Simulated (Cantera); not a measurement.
Thermodynamics of chlorosilane synthesis and conversion, feed Si + Cl2 + H2

A closed system holds: 1 mol Si, 0.63 mol Cl2, a varied amount of H2, held at 1400 °C and 75.0 Torr.

Method: chemical equilibrium by Gibbs-energy minimisation in Cantera with the NASA 1993 tables (ideal gas, pure condensed phases). Candidate condensed phases: Si; 19 gas species. The tables' values for SiCl3, SiCl are old estimates; treat these amounts as uncertain. The numbers say what is thermodynamically allowed, not how fast it happens.

```
n(H2) (mol)  log p H2  log p HCl  log p SiCl2  log p SiCl3  n Si(s)
-----------  --------  ---------  -----------  -----------  -------
2.2             -1.15      -1.80        -1.88        -3.14    0.608
2.6             -1.14      -1.82        -1.96        -3.25    0.623
2.9             -1.12      -1.84        -2.01        -3.32    0.633
3.3             -1.11      -1.87        -2.07        -3.41    0.646
3.8             -1.10      -1.90        -2.14        -3.52    0.660
4.4             -1.09      -1.93        -2.21        -3.63    0.675
5               -1.08      -1.96        -2.27        -3.73    0.688
5.7             -1.07      -1.99        -2.34        -3.83    0.702
6.5             -1.06      -2.02        -2.42        -3.94    0.717
7.4             -1.06      -2.05        -2.49        -4.05    0.731
8.5             -1.05      -2.09        -2.57        -4.17    0.746
9.7             -1.05      -2.12        -2.65        -4.28    0.761
```
log p: log10 of the partial pressure in bar; n: condensed amount in mol.

From 2.2 mol H2 to 9.7 mol H2 the condensed part is Si(s). The main Si-bearing gas is SiCl2 throughout. The share of Si in condensed phases is highest at 9.7 mol H2 (76.1 %) and lowest at 2.2 mol H2 (60.8 %).
